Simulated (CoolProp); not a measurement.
A closed Brayton cycle with nitrogen: compressor inlet 321.15 K and 3.6 MPa, high pressure 10.1 MPa, turbine inlet 850 K, compressor efficiency 0.8, turbine efficiency 0.93, recuperator effectiveness 0.9 (on enthalpy, no pinch check). Each further row changes one setting.

The numbers come from the reference Helmholtz-energy equation of state, Span 2000 in CoolProp.

```tsv
case	thermal efficiency (%)	net work (kJ/kg)	compressor to turbine work	compressor exit (K)	turbine exit (K)
as stated	29.4	71.1	0.67	459.6	659.0
turbine inlet 800 K	25.9	58.1	0.72	459.6	618.6
compressor inlet 331.15 K	27.7	66.3	0.69	473.8	659.0
high pressure 8.58 MPa	30.8	66.7	0.64	434.9	686.3
recuperator effectiveness 0.5	21.7	71.1	0.67	459.6	659.0
```
